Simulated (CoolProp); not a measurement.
Model: reference Helmholtz-energy equation of state, Gedanitz 2015, in CoolProp.

Task: Give the vapour pressure (kPa), liquid density (kg/m³), vapour density (kg/m³), liquid cp (kJ/(kg K)) of saturated cyclopentane at 361.5, 407.5, 430.5 K.

Result: 
```csv
T (K),p (kPa),liquid density (kg/m³),vapour density (kg/m³),liquid cp (kJ/(kg K))
361.5,313,673,7.93,2.15
407.5,872,616,21.5,2.44
430.5,1340,583,33.5,2.62
```
